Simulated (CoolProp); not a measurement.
Computed with CoolProp (reference Helmholtz-energy equation of state, Leachman 2009).

Problem. For normal hydrogen, give the phase and the cv (kJ/(kg K)), speed of sound (m/s), viscosity (µPa s), conductivity (mW/(m K)) at 621.3 K and 0.21 MPa; 351 K and 0.834 MPa; 662.7 K and 0.728 MPa.

Solution. 
- 621.3 K and 0.21 MPa: gas; cv 10.4, speed of sound 1890, viscosity 14.8, conductivity 317
- 351 K and 0.834 MPa: gas; cv 10.3, speed of sound 1430, viscosity 9.97, conductivity 211
- 662.7 K and 0.728 MPa: gas; cv 10.5, speed of sound 1960, viscosity 15.5, conductivity 333

Viscosity comes from a separate model (Muzny 2013). Thermal conductivity comes from a separate model (Assael 2011).
